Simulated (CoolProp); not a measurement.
Vapour-liquid equilibrium of benzene (1) + n-dodecane (2) at 0.591 MPa; x and y are mole fractions of (1).

The numbers come from the multi-fluid Helmholtz-energy mixture model, Thol 2012 and Lemmon 2004; pair parameters Bell 2016 in CoolProp.

Problem. Give the bubble temperature and the first vapour's composition at x = 0.15, 0.35, 0.55. Is there an azeotrope?

Solution. x = 0.15: 539.9 K, y = 0.521; x = 0.35: 490.7 K, y = 0.860; x = 0.55: 459.7 K, y = 0.954. No azeotrope shows between x = 0.05 and 0.95.

The pair parameters rest on a limited set of measurements; away from them the model extrapolates.
